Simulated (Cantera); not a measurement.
An adiabatic, constant-pressure homogeneous reactor starts with C3H8 : O2 : N2 : CO2 = 1 : 11.1 : 68.9 : 2.9 (molar parts), at 1373 K and 12800 Torr. Integrator tolerance rtol = 1e-08.

Computed with Cantera and GRI-Mech 3.0 (53 species, 325 reactions). GRI-Mech 3.0 was tuned for natural gas; its chemistry of propane as a main component is partial and can be far from experiment. The pressure lies above the range GRI-Mech 3.0 was tuned for (to about 10 atm).

Problem. What does this change do: 0.68 parts H2 added?

Solution. 
| quantity | before | after |
|---|---|---|
| time of steepest temperature rise | 96.4 µs | 64.8 µs |
| temperature at 2.00 s | 2000 K | 2046 K |
| equilibrium temperature | 2000 K | 2046 K |
| x(C3H8) at 2.00 s | <1e-12 (gas-phase equilibrium <1e-12) | <1e-12 (gas-phase equilibrium <1e-12) |
| x(O2) at 2.00 s | 0.0695 (gas-phase equilibrium 0.0695) | 0.0650 (gas-phase equilibrium 0.0650) |
| x(CO2) at 2.00 s | 0.0694 (gas-phase equilibrium 0.0694) | 0.0691 (gas-phase equilibrium 0.0691) |
| x(CO) at 2.00 s | 8.52e-5 (gas-phase equilibrium 8.51e-5) | 0.000127 (gas-phase equilibrium 0.000127) |
| x(NO) at 2.00 s | 0.00437 (gas-phase equilibrium 0.00448) | 0.00488 (gas-phase equilibrium 0.00489) |
| x(HCN) at 2.00 s | <1e-12 (gas-phase equilibrium <1e-12) | <1e-12 (gas-phase equilibrium <1e-12) |
| x(CH4) at 2.00 s | <1e-12 (gas-phase equilibrium <1e-12) | <1e-12 (gas-phase equilibrium <1e-12) |

Problem. What does this change do: O2 11.1 to 3.4 parts?

Solution. 
| quantity | before | after |
|---|---|---|
| time of steepest temperature rise | 96.4 µs | 0.233 ms |
| temperature at 2.00 s | 2000 K | 1781 K |
| equilibrium temperature | 2000 K | 1781 K |
| x(C3H8) at 2.00 s | <1e-12 (gas-phase equilibrium <1e-12) | <1e-12 (gas-phase equilibrium <1e-12) |
| x(O2) at 2.00 s | 0.0695 (gas-phase equilibrium 0.0695) | 2.99e-9 (gas-phase equilibrium 2.99e-9) |
| x(CO2) at 2.00 s | 0.0694 (gas-phase equilibrium 0.0694) | 0.0428 (gas-phase equilibrium 0.0428) |
| x(CO) at 2.00 s | 8.52e-5 (gas-phase equilibrium 8.51e-5) | 0.0321 (gas-phase equilibrium 0.0321) |
| x(NO) at 2.00 s | 0.00437 (gas-phase equilibrium 0.00448) | 1.28e-6 (gas-phase equilibrium 4.91e-7) |
| x(HCN) at 2.00 s | <1e-12 (gas-phase equilibrium <1e-12) | 5.79e-8 (gas-phase equilibrium 2.18e-8) |
| x(CH4) at 2.00 s | <1e-12 (gas-phase equilibrium <1e-12) | 3.20e-11 (gas-phase equilibrium 3.39e-11) |
